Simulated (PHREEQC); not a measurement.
Solution (25 °C): 46 mmol/kgw KF, 0.87 mmol/kgw HBF4 and 6.4 mmol/kgw K3PO4. Closed to the air; pH follows from the charge balance.

All values are PHREEQC results (ion-association model, phreeqc.dat), not measurements.

No solid was allowed to form.

### Question
Order these P species by the share of P that they hold, largest first: PO4-3, KHPO4-, HPO4-2.

### Answer
HPO4-2 (83 %), PO4-3 (13 %), KHPO4- (4.3 %)

The pH is 10.99 and the ionic strength 0.0727 mol/kgw. Real BF4- forms and hydrolyses slowly; the run takes it at equilibrium.
